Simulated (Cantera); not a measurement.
Input (Python, Cantera) and output of one run.

```python
import numpy as np
import cantera as ct

gas_names = """

""".split()
cond_names = """
    Ti2O3(a) Ti2O3(b) Ti2O3(L) Ti(a) Ti(b) Ti(L) TiO2(ru) TiO2(L)
""".split()


# ... load() reads the species with a 1 bar reference pressure and builds the phases ...
species = {s.name: s for s in load("nasa_gas.yaml", gas_names) + load("nasa_condensed.yaml", cond_names)}
# Each term lists the table entries of one substance; the one whose range holds T is used.
reactions = {
    '2 Ti2O3 = Ti + 3 TiO2':
        [(-2, ['Ti2O3(a)', 'Ti2O3(b)', 'Ti2O3(L)']), (1, ['Ti(a)', 'Ti(b)', 'Ti(L)']), (3, ['TiO2(ru)', 'TiO2(L)'])],
}


def pick(names, T):
    return next(species[n] for n in names if species[n].thermo.min_temp <= T <= species[n].thermo.max_temp)


results = []
for label, terms in reactions.items():
    print(label)
    print("     T/K   dH/kJ  dS/(J/K)   dG/kJ   log10 K")
    for T in [300, 373, 573, 773, 973, 1173, 1373, 1573, 1773]:
        used = [(nu, pick(names, T)) for nu, names in terms]
        dH = sum(nu * s.thermo.h(T) for nu, s in used) / 1e6
        dS = sum(nu * s.thermo.s(T) for nu, s in used) / 1e3
        dG = dH - T * dS / 1e3
        logK = -dG * 1e6 / (ct.gas_constant * T * np.log(10))
        results.append((label, T, dH, dS, dG, logK, [s.name for _, s in used]))
        print(f"{T:8g} {dH:8.1f} {dS:8.1f} {dG:8.1f} {logK:8.2f}")
```

Output:

```
2 Ti2O3 = Ti + 3 TiO2
     T/K   dH/kJ  dS/(J/K)   dG/kJ   log10 K
     300    207.4     26.6    199.4   -34.72
     373    207.0     25.6    197.5   -27.65
     573    198.4      7.4    194.2   -17.70
     773    191.3     -3.2    193.8   -13.10
     973    184.1    -11.5    195.3   -10.49
    1173    181.5    -14.3    198.2    -8.83
    1373    173.6    -20.5    201.7    -7.67
    1573    166.2    -25.5    206.3    -6.85
    1773    159.4    -29.6    211.8    -6.24
```

Cantera with NASA thermochemical tables; ideal gases at 1 bar, condensed phases pure. Condensed species are held in their standard states even where they would react or evaporate.
